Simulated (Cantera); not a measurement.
An isothermal, constant-pressure homogeneous reactor starts with N₂O : O₂ = 1 : 0.2 (molar parts), at 1298 K and 0.380 bar.

Detailed kinetics in Cantera: GRI-Mech 3.0 (53 species, 325 reactions). GRI-Mech 3.0 was tuned for natural gas; its chemistry of N2O as a main component is partial and can be far from experiment. The mechanism lacks the step 2 NO + O2 → 2 NO2, which can matter for NO2 below about 1400 K. The temperature is held fixed by assumption; the heat of reaction is taken as removed at once.

Q: Predict: x(N₂O) at 30.0 s; x(O₂) at 30.0 s; x(NO) at 30.0 s; x(O) at 30.0 s; x(NO₂) at 30.0 s; x(N₂) at 30.0 s.

A: 
```json
{
  "x(N₂O) at 30.0 s": "1.41e-6 (gas-phase equilibrium 1.68e-8)",
  "x(O₂) at 30.0 s": "0.375 (gas-phase equilibrium 0.412)",
  "x(NO) at 30.0 s": "0.0729 (gas-phase equilibrium 0.000475)",
  "x(O) at 30.0 s": "1.71e-7 (gas-phase equilibrium 1.79e-7)",
  "x(NO₂) at 30.0 s": "0.000654 (gas-phase equilibrium 4.47e-6)",
  "x(N₂) at 30.0 s": "0.552 (gas-phase equilibrium 0.588)"
}
```
